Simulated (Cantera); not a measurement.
Charge: 1 mol Cr, 0.8 mol N2O, equilibrated at 10.0 Torr.

Cantera equilibrium calculation (NASA polynomials, part measured and part estimated; ideal gas, pure solids and liquids). Candidate condensed phases: Cr, CrN, Cr2N, Cr2O3; 14 gas species. Mutual solubility and eutectic melting of coexisting phases are not modelled. Rates play no part.

x: gas mole fraction; n: condensed amount in mol.

```csv
T (K),x N2,x Cr,n CrN(s),n Cr2O3(s),n Cr2N(s)
750,1.00,<1e-12,0.467,0.267,0
800,1.00,<1e-12,0.467,0.267,0
850,1.00,<1e-12,0.467,0.267,0
900,1.00,<1e-12,0.467,0.267,0
950,1.00,<1e-12,0.467,0.267,0
1000,1.00,<1e-12,0.467,0.267,0
1050,1.00,[?],0.467,0.267,0
1100,1.00,[?],0.467,0.267,0
1150,1.00,[?],0,0.267,0.233
1200,1.00,[?],0,0.267,0.233
1250,1.00,[?],0,0.267,0.233
1300,1.00,[?],0,0.267,0.233
1350,1.000,[?],0,0.267,0.233
```

Fill in the missing entries.


- 1050, x Cr: 9.14e-12
- 1100, x Cr: 1.26e-10
- 1150, x Cr: 1.09e-9
- 1200, x Cr: 7.72e-9
- 1250, x Cr: 4.65e-8
- 1300, x Cr: 2.43e-7
- 1350, x Cr: 1.12e-6
